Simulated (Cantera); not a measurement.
Feed: 1 mol FeS, 52 mol H2, 0.29 mol H2O, held at 100000 Pa.

Equilibrium computed with Cantera from the NASA thermochemical tables; the gas is ideal and each condensed phase is pure. Candidate condensed phases: Fe, FeO, Fe(OH)2, Fe(OH)3, FeS, FeSO4, FeS2, Fe2O3, Fe2(SO4)3, Fe3O4, H2O, H2SO4, S; 22 gas species. Metal and sulfide melt together well below either melting point, which pure phases cannot show. Mutual solubility and eutectic melting of coexisting phases are not modelled. FeS: taken at fixed stoichiometry. Gases not in the tables: S3 to S7. Rates play no part.

x: gas mole fraction; n: condensed amount in mol.

```
T (K)   x H2       x H2S    x H2O        x SH         x H        x S2        x Fe  n Fe(α)    n FeS(s)     n Fe(γ)    n FeS(l)  n Fe(δ)
-----  -----  ----------  -------  ----------  ----------  ----------  ----------  -------  ----------  ----------  ----------  -------
898    0.994    0.000448  0.00555    2.87e-10    1.09e-10      <1e-12      <1e-12   0.0234       0.977           0           0        0
1048   0.993     0.00157  0.00555     2.36e-8     7.70e-9    3.66e-10      <1e-12   0.0822       0.918           0           0        0
1198   0.990  (withheld)  0.00555  (withheld)  (withheld)  (withheld)  (withheld)        0  (withheld)  (withheld)           0        0
1348   0.986     0.00871  0.00555     8.81e-6     2.30e-6     1.15e-6     4.08e-9        0       0.544       0.456           0        0
1498   0.980  (withheld)  0.00555  (withheld)  (withheld)  (withheld)  (withheld)        0           0  (withheld)  (withheld)        0
1648   0.976      0.0182  0.00554    0.000270     8.80e-5     9.75e-5     2.61e-6        0           0       0.978      0.0222        0
1798   0.975      0.0178  0.00554    0.000719    0.000348    0.000281     2.86e-5        0           0           0           0    0.999
```

**Question.** Complete the blanks.

**Answer.** 
- 1198, x H2S: 0.00414
- 1198, x SH: 6.62e-7
- 1198, x H: 1.89e-7
- 1198, x S2: 3.41e-8
- 1198, x Fe: 4.64e-11
- 1198, n FeS(s): 0.784
- 1198, n Fe(γ): 0.216
- 1498, x H2S: 0.0145
- 1498, x SH: 6.43e-5
- 1498, x H: 1.70e-5
- 1498, x S2: 1.63e-5
- 1498, x Fe: 1.44e-7
- 1498, n Fe(γ): 0.764
- 1498, n FeS(l): 0.236
